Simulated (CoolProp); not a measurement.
Vapour pressure (bar) of water: the reference equation beside estimates from Tc = 647.1 K, pc = 220.6 bar, ω = 0.344.

The numbers come from the reference Helmholtz-energy equation of state, Wagner 2002 in CoolProp.

| T (K) | reference | Redlich-Kwong | Peng-Robinson |
|---|---|---|---|
| 404.9 | 2.847 | 6.928 | 2.776 |
| 425 | 5.003 | 11.00 | 4.934 |
| 445.2 | 8.322 | 16.64 | 8.280 |
| 465.4 | 13.18 | 24.15 | 13.20 |
| 485.6 | 20.03 | 33.80 | 20.16 |
| 505.8 | 29.35 | 45.90 | 29.65 |
| 526 | 41.71 | 60.72 | 42.24 |
| 546.1 | 57.61 | 78.42 | 58.44 |
| 566.3 | 77.89 | 99.45 | 79.07 |
| 586.5 | 103.2 | 124.0 | 104.8 |
| 606.7 | 134.6 | 152.2 | 136.4 |
| 626.9 | 173.0 | 184.3 | 174.7 |

Absolute difference from the reference over all 12 rows, mean and median: Redlich-Kwong 60.1 and 51.0 %, Peng-Robinson 1.2 and 1.3 %.
